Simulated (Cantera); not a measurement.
## Premixed flame

A freely propagating, adiabatic, planar premixed flame of C₃H₈ : O₂ : N₂ : CO₂ = 1 : 5 : 15.5 : 0.57 (molar parts), equivalence ratio 1.0, unburnt at 700 K and 4.93 atm; mixture-averaged transport, grid criteria slope 0.08 and curve 0.16, no radiation.

Computed with Cantera and GRI-Mech 3.0 (53 species, 325 reactions). GRI-Mech 3.0 was tuned for natural gas; its chemistry of propane as a main component is partial and can be far from experiment. Burning velocities carry a grid error of a few per cent, more on coarse grids.

```csv
z (mm),T (K),u (m/s),x C₃H₈,x O₂,x CO₂,x CH₃,x H,x NO
-0.172,700,1.70,0.0453,0.226,0.0258,2.01e-8,<1e-8,<1e-8
-0.115,701,1.71,0.0452,0.226,0.0258,1.87e-7,<1e-8,<1e-8
-0.0861,706,1.72,0.0451,0.225,0.0257,8.36e-7,<1e-8,2.79e-8
-0.0574,744,1.83,0.0444,0.219,0.0257,8.69e-6,8.45e-8,2.12e-7
-0.0287,1043,2.64,0.0346,0.184,0.0279,0.000438,3.06e-5,2.20e-6
-0.0143,1450,3.79,0.0139,0.137,0.0341,0.00218,0.000439,6.00e-6
0,1880,5.04,0.000568,0.0841,0.0466,0.00201,0.00285,1.34e-5
0.0143,2098,5.64,8.34e-7,0.0518,0.0623,0.000323,0.00566,2.49e-5
0.0287,2179,5.83,<1e-8,0.0383,0.0759,2.53e-5,0.00677,3.55e-5
0.0574,2269,6.03,<1e-8,0.0294,0.0918,1.16e-7,0.00649,5.02e-5
0.115,2374,6.26,<1e-8,0.0241,0.103,<1e-8,0.00478,7.42e-5
0.230,2475,6.48,<1e-8,0.0197,0.111,<1e-8,0.00297,0.000119
0.459,2550,6.64,<1e-8,0.0162,0.118,<1e-8,0.00187,0.000201
```
x: mole fraction of selected species; z is measured from the peak of heat release.

| Item | Value |
|---|---|
| laminar burning velocity | 170 cm/s |
| thermal thickness | 0.0574 mm |
| peak x(CH₃) | 0.00277 |
| peak x(H) | 0.00688 |
| grid points | 160 |
